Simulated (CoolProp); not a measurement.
Vapour-liquid equilibrium of benzene (1) + octamethylcyclotetrasiloxane (D4) (2) at 100.85 °C; x and y are mole fractions of (1).

The numbers come from the multi-fluid Helmholtz-energy mixture model, Thol 2012 and Thol 2015; pair parameters Bell 2016 in CoolProp.

| x | bubble pressure (MPa) | y at the bubble point | dew pressure at overall composition x (MPa) | liquid density (mol/L) |
|---|---|---|---|---|
| 0.05 | 0.01604 | 0.460 | 0.009501 | 3.032 |
| 0.125 | 0.02794 | 0.713 | 0.01027 | 3.237 |
| 0.2 | 0.04087 | 0.820 | 0.01117 | 3.466 |
| 0.275 | 0.05421 | 0.876 | 0.01224 | 3.722 |
| 0.35 | 0.06751 | 0.910 | 0.01354 | 4.012 |
| 0.425 | 0.08058 | 0.933 | 0.01515 | 4.342 |
| 0.5 | 0.09341 | 0.949 | 0.01719 | 4.722 |
| 0.575 | 0.1061 | 0.961 | 0.01988 | 5.164 |
| 0.65 | 0.1189 | 0.971 | 0.02357 | 5.683 |
| 0.725 | 0.1321 | 0.979 | 0.02897 | 6.302 |
| 0.8 | 0.1458 | 0.986 | 0.03762 | 7.052 |
| 0.875 | 0.1601 | 0.992 | 0.05381 | 7.977 |
| 0.95 | 0.1748 | 0.997 | 0.09455 | 9.145 |

No azeotrope shows between x = 0.05 and 0.95.

The pair parameters rest on a limited set of measurements; away from them the model extrapolates.
